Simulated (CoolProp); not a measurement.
Vapour pressure (bar) of toluene: the reference equation beside estimates from Tc = 318.6 °C, pc = 41.26 bar, ω = 0.266. Clausius-Clapeyron is anchored at 31.95 °C with a constant enthalpy of vaporisation of 37.66 kJ/mol.

Model: reference Helmholtz-energy equation of state, Lemmon 2006, in CoolProp. It is a short technical equation, of lower accuracy than the large ones.

| T (°C) | reference | Lee-Kesler | Clausius-Clapeyron | van der Waals |
|---|---|---|---|---|
| 17.35 | 0.02527 | 0.02371 | 0.02555 | 1.012 |
| 24.65 | 0.03731 | 0.03510 | 0.03744 | 1.198 |
| 31.95 | 0.05388 | 0.05085 | 0.05388 | 1.408 |
| 39.35 | 0.07659 | 0.07257 | 0.07658 | 1.646 |
| 46.65 | 0.1063 | 0.1012 | 0.1066 | 1.907 |
| 53.95 | 0.1451 | 0.1386 | 0.1463 | 2.196 |
| 61.35 | 0.1955 | 0.1877 | 0.1987 | 2.519 |
| 68.65 | 0.2586 | 0.2494 | 0.2653 | 2.868 |
| 75.95 | 0.3373 | 0.3267 | 0.3500 | 3.249 |

Absolute difference from the reference over all 9 rows, mean and median: Lee-Kesler 4.8 and 4.8 %, Clausius-Clapeyron 1.2 and 0.8 %, van der Waals 1971.8 and 1694.0 %.
